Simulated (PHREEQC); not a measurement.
Dissolve 0.0023 mol/kgw NaHCO3 and 6.9e-05 mol/kgw NaOH at 53 °C. Closed to the air; pH follows from the charge balance.

All values are PHREEQC results (ion-association model, phreeqc.dat), not measurements.

Problem. The ionic strength comes out as 0.00241 mol/kgw. What activity coefficients do CO3-2, HCO3-, OH-, Na+, NaCO3- get?

Solution. CO3-2 0.80, HCO3- 0.95, OH- 0.94, Na+ 0.94, NaCO3- 0.94.

Precipitation was switched off in this run. Complexes and solids missing from the database can't appear. Constants without temperature data keep their 25 °C values here.
